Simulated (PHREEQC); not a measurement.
0.27 g of hydrous ferric oxide (600 m²/g; 0.2 weak and 0.005 strong sites per Fe, Dzombak-Morel constants, diffuse double layer) in 1 kg of water with 0.3 mol/kgw of an inert sodium salt and 5.7e-06 mol/kgw ZnSO4, at 25 °C; the pH is set by adding NaOH or the inert anion's acid. Oxygen alone is held at its pressure in air (log pO2 = -0.68). CO2 from the air is kept out. Precipitation was switched off in this run.

The series has 13 steps of pH, from 4 to 12.

Equilibrium calculation in PHREEQC: ion-association model, wateq4f.dat.

Q: Near which pH is half of the S sorbed, and on which side is more sorbed?

A: Near pH 5.5, with more sorbed at lower pH.

Q: Near which pH is half of the Zn sorbed, and on which side is more sorbed?

A: Near pH 6.1, with more sorbed at higher pH.
